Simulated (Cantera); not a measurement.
Input: 1 mol CCl₄, 1.2 mol CH₄, at 13.3 mbar.

Method: chemical equilibrium by Gibbs-energy minimisation in Cantera with the NASA 1993 tables (ideal gas, pure condensed phases). Candidate condensed phases: C, C₆H₆, C₇H₈, C₈H₁₈; 91 gas species. Kinetics and transport are ignored.

log p: log10 of the partial pressure in bar; n: condensed amount in mol.

| T (K) | log p HCl | log p H₂ | log p Cl | log p H | n C(graphite) |
|---|---|---|---|---|---|
| 1123 | -1.92 | -2.92 | -7.88 | [?] | 2.20 |
| 1273 | -1.92 | -2.92 | -6.68 | [?] | 2.20 |
| 1423 | -1.92 | -2.92 | -5.72 | [?] | 2.20 |
| 1573 | -1.92 | -2.91 | -4.95 | [?] | 2.20 |
| 1723 | -1.92 | -2.91 | -4.31 | [?] | 2.20 |
| 1873 | -1.93 | -2.90 | -3.79 | [?] | 2.20 |
| 2023 | -1.94 | -2.86 | -3.36 | [?] | 2.20 |

### Question
What belongs in the gaps?

### Answer

- 1123, log p H: -8.83
- 1273, log p H: -7.61
- 1423, log p H: -6.64
- 1573, log p H: -5.85
- 1723, log p H: -5.19
- 1873, log p H: -4.64
- 2023, log p H: -4.15
